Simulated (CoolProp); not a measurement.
Vapour-liquid equilibrium of R13 (1) + isobutane (2) at -44.05 °C; x and y are mole fractions of (1).

Model: multi-fluid Helmholtz-energy mixture model, Platzer 1990 and Bücker 2006; pair parameters Bell 2016, in CoolProp. This equation is an older, rougher fit; its heat capacities, sound speeds and derivatives of the liquid may be far off and weren't checked against measurements.

```
x      bubble pressure (bar)  y at the bubble point  dew pressure at overall composition x (bar)  liquid density (mol/L)
-----  ---------------------  ---------------------  -------------------------------------------  ----------------------
0.05                  0.6838                  0.669                                       0.2447                   10.92
0.125                  1.276                  0.830                                       0.2654                   11.08
0.2                    1.779                  0.884                                       0.2899                   11.24
0.275                  2.209                  0.911                                       0.3195                   11.40
0.35                     [?]                  0.928                                          [?]                   11.57
0.425                  2.905                  0.940                                       0.4010                   11.74
0.5                    3.201                  0.949                                       0.4596                   11.90
0.575                  3.478                  0.957                                       0.5382                   12.07
0.65                   3.747                  0.964                                       0.6489                   12.25
0.725                  4.021                  0.971                                          [?]                   12.42
0.8                    4.309                  0.978                                        1.100                   12.59
0.875                  4.621                  0.985                                        1.674                   12.77
0.95                     [?]                  0.994                                        3.239                   12.95
```

### Question
What belongs in the gaps?

### Answer

- 0.35, bubble pressure (bar): 2.579
- 0.35, dew pressure at overall composition x (bar): 0.3556
- 0.725, dew pressure at overall composition x (bar): 0.8167
- 0.95, bubble pressure (bar): 4.967

No azeotrope shows between x = 0.05 and 0.95.

Pair parameters are fitted to limited data, so mixtures are less certain than the pure fluids.
